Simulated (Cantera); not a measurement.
A perfectly stirred reactor is fed with CO : H2 : O2 : N2 = 1 : 0.68 : 1.01 : 3.81 (molar parts), equivalence ratio 0.83, at 1.00 atm; it is adiabatic with a 373 K inlet, and is followed from long to short residence time, starting on the burning branch (τ in s: 0.053, 0.023, 0.0096, 0.0041, 0.0017, 0.00074, 0.00032, 0.00013, 5.7e-05).

Computed with Cantera and GRI-Mech 3.0 (53 species, 325 reactions).

Task: Predict: blow-out, bracketed by the residence times tried; x(CO) at τ = 53.0 ms; x(H2) at τ = 53.0 ms; x(O2) at τ = 53.0 ms; x(O) at τ = 53.0 ms; x(H) at τ = 53.0 ms; x(CO) at τ = 1.70 ms; x(H2) at τ = 1.70 ms; x(O2) at τ = 1.70 ms; x(O) at τ = 1.70 ms; x(H) at τ = 1.70 ms.

Result: blow-out, bracketed by the residence times tried: burning at 57.0 µs, the shortest tried
x(CO) at τ = 53.0 ms: 0.0129
x(H2) at τ = 53.0 ms: 0.00163
x(O2) at τ = 53.0 ms: 0.0341
x(O) at τ = 53.0 ms: 0.00114
x(H) at τ = 53.0 ms: 0.000500
x(CO) at τ = 1.70 ms: 0.0356
x(H2) at τ = 1.70 ms: 0.00551
x(O2) at τ = 1.70 ms: 0.0458
x(O) at τ = 1.70 ms: 0.00539
x(H) at τ = 1.70 ms: 0.00446
